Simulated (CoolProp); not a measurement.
Values from CoolProp's reference Helmholtz-energy equation of state, Thol 2014.

Question: For diethyl ether, give the phase and the speed of sound (m/s), fugacity coefficient at 548 K and 0.922 MPa.

Answer: 
- 548 K and 0.922 MPa: gas; speed of sound 243, fugacity coefficient 0.953
